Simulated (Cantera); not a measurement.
Mixture: H2 : O2 : N2 = 1 : 0.357 : 1.34 (molar parts), equivalence ratio 1.4, at 0.420 bar, adiabatic and at constant volume. Ignition delay is the time to a rise of 400 K.

Computed with Cantera and the H2/O2 subset of GRI-Mech 3.0, which has no nitrogen chemistry. Where the delays flatten at high temperature, the 400 K rule measures the pace of heat release, not the induction time.

### Question
What does this change do: pressure from 0.420 bar to 9.90 bar?

### Answer
```csv
quantity,before,after
delay at 975 K,0.574 ms,12.7 ms
delay at 1050 K,0.276 ms,2.25 ms
delay at 1125 K,0.164 ms,0.417 ms
delay at 1200 K,0.109 ms,57.7 µs
delay at 1275 K,79.1 µs,7.20 µs
delay at 1350 K,61.5 µs,3.20 µs
delay at 1425 K,51.2 µs,2.01 µs
```
The hydrogen kinetics of GRI-Mech 3.0 are dated; newer H2 mechanisms differ, most at raised pressure.
